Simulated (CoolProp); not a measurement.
CH2F2 (R32) at 425.64 K and 0.794 MPa flows at 1.7 m/s in a round tube of 50 mm bore and 0.25 µm roughness, fully developed (64/Re and Nu = 3.66 if laminar; Colebrook and Gnielinski if turbulent). Each further row changes one setting.

Model: reference Helmholtz-energy equation of state, Tillner-Roth 1997, in CoolProp.

```json
[
 {"case": "as stated", "Reynolds number": "54100", "Darcy friction factor": "[?]", "pressure drop (Pa/m)": "[?]", "heat-transfer coefficient (W/(m² K))": "[?]", "mass flow (kg/h)": "[?]"},
 {"case": "velocity 3.4 m/s", "Reynolds number": "108000", "Darcy friction factor": "0.0177", "pressure drop (Pa/m)": "24.6", "heat-transfer coefficient (W/(m² K))": "106", "mass flow (kg/h)": "[?]"},
 {"case": "diameter 100 mm", "Reynolds number": "108000", "Darcy friction factor": "0.0177", "pressure drop (Pa/m)": "[?]", "heat-transfer coefficient (W/(m² K))": "53.1", "mass flow (kg/h)": "[?]"}
]
```

Q: Complete the blanks.

A: 
- as stated, Darcy friction factor: 0.0206
- as stated, pressure drop (Pa/m): 7.12
- as stated, heat-transfer coefficient (W/(m² K)): 61.5
- as stated, mass flow (kg/h): 144
- velocity 3.4 m/s, mass flow (kg/h): 288
- diameter 100 mm, pressure drop (Pa/m): 3.07
- diameter 100 mm, mass flow (kg/h): 576

Viscosity comes from a separate model (Bell 2016), an estimate that may be off by 10 % or more. Thermal conductivity comes from a separate model (Huber 2003), an estimate that may be off by 10 % or more.
